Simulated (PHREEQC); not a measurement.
Model water analysis in mg/L, 86 °C, pH 6.63, pe 0.3:

```
constituent            mg/L
------------------  -------
Na                    0.559
K                     0.917
Ca                     3.74
Mg                     1.35
Cl                     8.44
S(6) as SO4           0.719
Alkalinity as HCO3     5.87
B                   0.00936
F                   0.00148
Br                  0.00515
```

Na is adjusted to close the charge balance.
Valence states are taken as typed.

Computed with PHREEQC (ion-association model, wateq4f.dat).

This is a speciation only: nothing precipitates in the calculation.

Problem. Order these C species by the share of C that they hold, largest first: CaHCO3+, HCO3-, CO2.

Solution. HCO3- (66 %), CO2 (34 %), CaHCO3+ (0.11 %)

Problem. Order these S species by the share of S that they hold, largest first: CaSO4, SO4-2, MgSO4.

Solution. SO4-2 (94 %), MgSO4 (3.6 %), CaSO4 (2.2 %)

The pH is 6.63 and the ionic strength 0.000504 mol/kgw. Complexes and solids missing from the database can't appear. At this temperature some constants are extrapolated from 25 °C, and those without enthalpy data are left unchanged. Real BF4- forms and hydrolyses slowly; the run takes it at equilibrium.
